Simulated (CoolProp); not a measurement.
Vapour-liquid equilibrium of methanol (1) + water (2) at 440 K; x and y are mole fractions of (1).

Model: multi-fluid Helmholtz-energy mixture model, de Reuck 1993 and Wagner 2002; pair parameters Bell 2016, in CoolProp.

```csv
x,"bubble pressure, mixture model (MPa)","bubble pressure, Raoult's law (MPa)","y, mixture model","y, Raoult's law"
0.05,0.8232,0.7995,0.143,0.128
0.2,1.062,0.9972,0.417,0.411
0.35,?,1.195,0.583,0.601
0.5,1.462,1.392,0.703,0.737
0.65,?,1.590,?,0.839
0.8,?,1.788,?,0.918
0.95,1.991,1.985,0.971,0.982
```

Q: What belongs in the gaps?

A: 
- 0.35, bubble pressure, mixture model (MPa): 1.272
- 0.65, bubble pressure, mixture model (MPa): 1.641
- 0.65, y, mixture model: 0.799
- 0.8, bubble pressure, mixture model (MPa): 1.815
- 0.8, y, mixture model: 0.886

The largest gap from Raoult's law is +6.5 % in bubble pressure, at x = 0.2. No azeotrope shows between x = 0.05 and 0.95.

Pair parameters are fitted to limited data, so mixtures are less certain than the pure fluids.
